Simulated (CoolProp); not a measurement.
A closed Brayton cycle with nitrogen: compressor inlet 331.15 K and 3.2 MPa, high pressure 8.49 MPa, turbine inlet 955 K, compressor efficiency 0.8, turbine efficiency 0.85, recuperator effectiveness 0 (on enthalpy, no pinch check). Each further row changes one setting.

Model: reference Helmholtz-energy equation of state, Span 2000, in CoolProp.

```tsv
case	thermal efficiency (%)	net work (kJ/kg)	compressor to turbine work	compressor exit (K)	turbine exit (K)
as stated	12.9	71.1	0.66	464.8	772.5
turbine inlet 905 K	12.2	59.8	(withheld)	464.8	730.5
compressor inlet 341.15 K	(withheld)	66.7	(withheld)	(withheld)	772.5
high pressure 7.22 MPa	(withheld)	65.7	0.63	440.0	800.1
recuperator effectiveness 0.5	(withheld)	71.1	0.66	464.8	772.5
```

Problem. Fill in the missing entries.

Solution. 
- turbine inlet 905 K, compressor to turbine work: 0.70
- compressor inlet 341.15 K, thermal efficiency (%): 12.5
- compressor inlet 341.15 K, compressor to turbine work: 0.69
- compressor inlet 341.15 K, compressor exit (K): 478.7
- high pressure 7.22 MPa, thermal efficiency (%): 11.4
- recuperator effectiveness 0.5, thermal efficiency (%): 18.6
